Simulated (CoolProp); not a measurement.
Computed with CoolProp (reference Helmholtz-energy equation of state, Rui 2013).

Give the vapour pressure (MPa), enthalpy of vaporisation (kJ/kg), vapour Z of saturated R236EA at 361.8 K.


```tsv
T (K)	p (MPa)	enthalpy of vaporisation (kJ/kg)	vapour Z
361.8	1.23	113	0.747
```
